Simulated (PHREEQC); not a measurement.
A solution holds 0.66 mol HCl and 2.9 mol MgCl2 per kg of water, at 38 °C. Closed to the air; pH follows from the charge balance.

Equilibrium calculation in PHREEQC: Pitzer model, pitzer.dat.

```csv
quantity,before,after
pH,-1.08,4.34
SI of Bischofite (MgCl2:6H2O),-2.11,-2.28
SI of MgCl2_4H2O (MgCl2:4H2O),-4.08,-4.27
```

### Question
Which change was made?
(A) HCl from 0.66 to 3.3 mol/kgw
(B) HCl from 0.66 to 1.32 mol/kgw
(C) HCl replaced by KCl at the same molality
(D) temperature from 38 to 40 °C
(E) MgCl2 from 2.9 to 2.61 mol/kgw

### Answer
C, HCl replaced by KCl at the same molality

This is a speciation only: nothing precipitates in the calculation. Constants without temperature data keep their 25 °C values here.
